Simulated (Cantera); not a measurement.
Charge: 1 mol SiC, 0.035 mol CO2, 99 mol H2, at 3700 Pa.

These are equilibrium values from Cantera (NASA tables, ideal gas, pure condensed phases), not measurements of a reactor. Candidate condensed phases: C, C6H6, C7H8, C8H18, H2O, Si, SiC, SiO2; 123 gas species. The numbers say what is thermodynamically allowed, not how fast it happens. All values below are at 1725 K.

Base state: H2 0.998, H 0.000965, CO 0.000530, SiO 0.000176 (mole fractions); condensed: SiC(s).

Task: What changes in the equilibrium state with this change: SiC replaced by Si3N4?

Result: 
```tsv
species	before	after
H2	0.998	0.979
N2	0	0.0198
H	0.000965	0.000955
CO	0.000530	4.16e-5
SiO	0.000176	0.000651
Si	4.00e-6	2.74e-5
SiH2	2.51e-6	1.69e-5
SiC(s), mol	0.982	0.0297
Si(l), mol	0	2.90
```
Mutual solubility and eutectic melting of coexisting phases are not modelled. Gases not in the tables: Si2H6 and higher silanes. Further candidate phases: Si2N2O, Si3N4.
